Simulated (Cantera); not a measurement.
Premixed flame

A freely propagating, adiabatic, planar premixed flame of H2 : O2 : N2 = 1 : 0.556 : 2 (molar parts), equivalence ratio 0.90, unburnt at 500 K and 190000 Pa; mixture-averaged transport, grid criteria slope 0.08 and curve 0.16, no radiation.

Model: the H2/O2 subset of GRI-Mech 3.0, which has no nitrogen chemistry, integrated in Cantera. Burning velocities carry a grid error of a few per cent, more on coarse grids.

```json
[
 {"z (mm)": "-0.550", "T (K)": "500", "u (m/s)": "5.03", "x H2": "0.281", "x O2": "0.156", "x H2O2": "<1e-8", "x OH": "<1e-8", "x H2O": "<1e-8", "x HO2": "<1e-8"},
 {"z (mm)": "-0.367", "T (K)": "500", "u (m/s)": "5.03", "x H2": "0.281", "x O2": "0.156", "x H2O2": "<1e-8", "x OH": "<1e-8", "x H2O": "<1e-8", "x HO2": "<1e-8"},
 {"z (mm)": "-0.275", "T (K)": "500", "u (m/s)": "5.03", "x H2": "0.281", "x O2": "0.156", "x H2O2": "<1e-8", "x OH": "<1e-8", "x H2O": "2.80e-8", "x HO2": "<1e-8"},
 {"z (mm)": "-0.183", "T (K)": "500", "u (m/s)": "5.03", "x H2": "0.281", "x O2": "0.156", "x H2O2": "<1e-8", "x OH": "<1e-8", "x H2O": "1.23e-6", "x HO2": "3.56e-7"},
 {"z (mm)": "-0.0917", "T (K)": "521", "u (m/s)": "5.18", "x H2": "0.272", "x O2": "0.158", "x H2O2": "8.16e-6", "x OH": "2.08e-5", "x H2O": "0.000746", "x HO2": "0.000228"},
 {"z (mm)": "-0.0459", "T (K)": "779", "u (m/s)": "7.50", "x H2": "0.230", "x O2": "0.153", "x H2O2": "5.79e-5", "x OH": "0.00105", "x H2O": "0.0233", "x HO2": "0.000443"},
 {"z (mm)": "0", "T (K)": "1253", "u (m/s)": "11.6", "x H2": "0.140", "x O2": "0.117", "x H2O2": "1.50e-5", "x OH": "0.00359", "x H2O": "0.107", "x HO2": "0.000184"},
 {"z (mm)": "0.0459", "T (K)": "1587", "u (m/s)": "14.6", "x H2": "0.0641", "x O2": "0.0640", "x H2O2": "4.58e-6", "x OH": "0.0101", "x H2O": "0.200", "x HO2": "8.50e-5"},
 {"z (mm)": "0.0917", "T (K)": "1759", "u (m/s)": "16.1", "x H2": "0.0409", "x O2": "0.0433", "x H2O2": "2.55e-6", "x OH": "0.0146", "x H2O": "0.234", "x HO2": "4.94e-5"},
 {"z (mm)": "0.183", "T (K)": "1935", "u (m/s)": "17.5", "x H2": "0.0336", "x O2": "0.0349", "x H2O2": "1.35e-6", "x OH": "0.0175", "x H2O": "0.251", "x HO2": "3.08e-5"},
 {"z (mm)": "0.367", "T (K)": "2101", "u (m/s)": "18.8", "x H2": "0.0286", "x O2": "0.0305", "x H2O2": "8.01e-7", "x OH": "0.0182", "x H2O": "0.266", "x HO2": "1.93e-5"},
 {"z (mm)": "0.734", "T (K)": "2244", "u (m/s)": "19.9", "x H2": "0.0221", "x O2": "0.0267", "x H2O2": "5.53e-7", "x OH": "0.0171", "x H2O": "0.281", "x HO2": "1.15e-5"},
 {"z (mm)": "1.47", "T (K)": "2352", "u (m/s)": "20.7", "x H2": "0.0155", "x O2": "0.0238", "x H2O2": "4.36e-7", "x OH": "0.0148", "x H2O": "0.294", "x HO2": "7.25e-6"}
]
```
x: mole fraction of selected species; z is measured from the peak of heat release.

| Property | Result |
|---|---|
| laminar burning velocity | 503 cm/s |
| thermal thickness | 0.183 mm |
| peak x(H2O2) | 5.79e-5 |
| peak x(OH) | 0.0182 |
| peak x(HO2) | 0.000591 |
| grid points | 104 |
